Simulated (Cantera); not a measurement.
Input: 1 mol LiCl, 91 mol N2, 7.9 mol O2, held at 727 °C and 45.0 Pa.

Cantera equilibrium calculation (NASA polynomials, part measured and part estimated; ideal gas, pure solids and liquids). Candidate condensed phases: Li, LiCl, Li2O, Li3N; 22 gas species. The numbers say what is thermodynamically allowed, not how fast it happens.

Base state: N2 0.911, O2 0.0791, LiCl 0.00945, Li2Cl2 0.000281, NO 2.06e-5 (mole fractions); condensed: gas only.

**Question.** What changes in the equilibrium state with this change: pressure from 45.0 Pa to 0.133 bar?

**Answer.** 
| species | before | after |
|---|---|---|
| N2 | 0.911 | 0.916 |
| O2 | 0.0791 | 0.0796 |
| Li2Cl2 | 0.000281 | 0.00226 |
| LiCl | 0.00945 | 0.00156 |
| Li3Cl3 | 3.03e-7 | 0.000119 |
| NO | 2.06e-5 | 2.08e-5 |
| LiCl(l), mol | 0 | 0.360 |

**Question.** What changes in the equilibrium state with this change: pressure from 45.0 Pa to 10.0 mbar?

**Answer.** 
```json
[
 {"species": "N2", "before": "0.911", "after": "0.913"},
 {"species": "O2", "before": "0.0791", "after": "0.0792"},
 {"species": "LiCl", "before": "0.00945", "after": "0.00558"},
 {"species": "Li2Cl2", "before": "0.000281", "after": "0.00218"},
 {"species": "Li3Cl3", "before": "3.03e-7", "after": "3.08e-5"},
 {"species": "NO", "before": "2.06e-5", "after": "2.07e-5"}
]
```

**Question.** What changes in the equilibrium state with this change: temperature from 727 °C to 1675 °C?

**Answer.** 
```csv
species,before,after
N2,0.911,0.906
O2,0.0791,0.0738
LiCl,0.00945,0.00927
O,2.08e-9,0.00569
Li,<1e-9,0.000691
Li2Cl2,0.000281,2.30e-9
```
